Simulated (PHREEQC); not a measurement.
Solution (25 °C): 0.0038 mol/kgw HCl and 0.021 mol/kgw Li2SO4. Closed to the air; pH follows from the charge balance.

All values are PHREEQC results (ion-association model, phreeqc.dat), not measurements.

**Question.** The ionic strength comes out as 0.0606 mol/kgw. What activity coefficients do H+, SO4-2, LiSO4-, Li+, HSO4- get?

**Answer.** H+ 0.85, SO4-2 0.44, LiSO4- 0.81, Li+ 0.82, HSO4- 0.81.

This is a speciation only: nothing precipitates in the calculation. Complexes and solids missing from the database can't appear.
